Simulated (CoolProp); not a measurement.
A single-stage vapour-compression cycle with vinyl chloride: evaporating at 234.15 K (dew point), condensing at 277.15 K (bubble point), superheat 5 K, subcooling 2 K, compressor efficiency 0.65, no pressure losses. Each further row changes one setting.

Model: reference Helmholtz-energy equation of state, Thol 2022, in CoolProp.

```csv
case,cooling COP,pressure ratio,discharge temperature (K),refrigerating effect (kJ/kg),volumetric capacity (kJ/m³)
as stated,3.07,6.31,361.7,318,321
evaporating temperature 239.15 K,3.61,?,350.3,322,?
condensing temperature 272.15 K,3.53,?,?,326,328
subcooling 7 K,?,6.31,361.7,326,328
superheat 15 K,3.02,6.31,?,326,315
compressor efficiency 0.55,2.59,6.31,380.5,318,321
```

Question: What belongs in the gaps?

Answer: 
- evaporating temperature 239.15 K, pressure ratio: 4.89
- evaporating temperature 239.15 K, volumetric capacity (kJ/m³): 411
- condensing temperature 272.15 K, pressure ratio: 5.27
- condensing temperature 272.15 K, discharge temperature (K): 349.6
- subcooling 7 K, cooling COP: 3.14
- superheat 15 K, discharge temperature (K): 373.5
